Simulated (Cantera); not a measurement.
# Equilibrium for carbon deposition, reforming and gasification: C3H8 + O2 + N2

Input: 1 mol C3H8, 0.17 mol O2, 3.7 mol N2, equilibrated at 1275 °C and 0.683 Torr.

Equilibrium computed with Cantera from the NASA thermochemical tables; the gas is ideal and each condensed phase is pure. Candidate condensed phases: C, C6H6, C7H8, C8H18, H2O; 136 gas species. Kinetics and transport are ignored.

* **x(H2)**: 0.497
* **x(N2)**: 0.460
* **x(CO)**: 0.0423
* **x(H)**: 0.000721
* **x(HCN)**: 0.000702
* **x(HNC)**: 1.38e-5
* **x(C2H2 (acetylene))**: 7.81e-6
* **n(C(graphite))**: 2.65 mol
* **gas amount**: 8.043 mol
